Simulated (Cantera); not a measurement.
## Equilibrium for abatement and gas-phase synthesis: HCl + O2

Charge: 1 mol HCl, 0.87 mol O2, equilibrated at 10.0 mbar.

Method: chemical equilibrium by Gibbs-energy minimisation in Cantera with the NASA 1993 tables (ideal gas, pure condensed phases). Candidate condensed phases: H2O; 14 gas species. Equilibrium is a limit: real reactors are often held back by kinetics, nucleation or transport.

```tsv
T (°C)	log p HCl	log p O2	log p Cl	log p H2O	log p O	log p OH	log p H	log p Cl2	log p H2
977	-2.33	-2.35	-3.86	-3.42	-8.33	-6.87	-11.17	-3.51	-9.71
1077	-2.33	-2.35	-3.55	-3.45	-7.55	-6.38	-10.10	-3.66	-8.96
1177	-2.34	-2.35	-3.32	-3.42	-6.87	-5.93	-9.16	-3.87	-8.27
1277	-2.36	-2.36	-3.14	-3.36	-6.29	-5.52	-8.31	-4.11	-7.62
1377	-2.38	-2.37	-3.01	-3.28	-5.77	-5.15	-7.55	-4.36	-7.03
1477	-2.41	-2.38	-2.91	-3.20	-5.32	-4.82	-6.88	-4.61	-6.49
1577	-2.44	-2.39	-2.83	-3.13	-4.91	-4.53	-6.27	-4.85	-6.01
1677	-2.48	-2.40	-2.76	-3.07	-4.55	-4.26	-5.73	-5.08	-5.58
1777	-2.52	-2.42	-2.70	-3.02	-4.22	-4.03	-5.24	-5.29	-5.19
1877	-2.56	-2.43	-2.65	-2.99	-3.93	-3.82	-4.80	-5.50	-4.85
1977	-2.61	-2.45	-2.61	-2.97	-3.66	-3.65	-4.40	-5.69	-4.55
2077	-2.67	-2.48	-2.58	-2.97	-3.42	-3.49	-4.05	-5.88	-4.29
2177	-2.74	-2.52	-2.55	-2.99	-3.21	-3.37	-3.73	-6.06	-4.07
2277	-2.82	-2.57	-2.53	-3.05	-3.02	-3.27	-3.45	-6.24	-3.89
```
log p: log10 of the partial pressure in bar; nothing condenses.

From 977 °C to 2277 °C nothing is condensed.
